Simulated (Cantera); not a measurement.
## Stirred combustor or abatement burner

A perfectly stirred reactor is fed with CH4 : CO : O2 : N2 = 1 : 0.067 : 2.95 : 8.84 (molar parts), equivalence ratio 0.69, at 1.00 atm; it is adiabatic with a 350 K inlet, and is followed from long to short residence time, starting on the burning branch (τ in s: 0.028, 0.015, 0.0077, 0.0041, 0.0022, 0.0011, 0.0006, 0.00032, 0.00017, 8.9e-05, 4.7e-05).

Detailed kinetics in Cantera: GRI-Mech 3.0 (53 species, 325 reactions).

```csv
τ (s),T (K),x CH4,x CO,x O2,x NO,x H2
0.028,2055,1.18e-5,0.00169,0.0712,0.000175,0.000579
0.015,2045,1.83e-5,0.00231,0.0714,0.000126,0.000782
0.0077,2030,2.89e-5,0.00331,0.0717,9.08e-5,0.00111
0.0041,2009,4.42e-5,0.00466,0.0721,6.67e-5,0.00156
0.0022,1982,6.79e-5,0.00644,0.0729,4.90e-5,0.00215
0.0011,1943,0.000112,0.00904,0.0740,3.49e-5,0.00298
0.00060,1899,0.000181,0.0120,0.0755,2.62e-5,0.00385
0.00032,1845,0.000314,0.0159,0.0778,1.91e-5,0.00485
0.00017,1778,0.000601,0.0216,0.0816,1.29e-5,0.00589
8.9e-5,1683,0.00149,0.0314,0.0896,6.44e-6,0.00714
4.7e-5,350,0.0778,0.00521,0.229,<1e-12,<1e-12
```
x: mole fraction; the columns are a selection and need not sum to one.
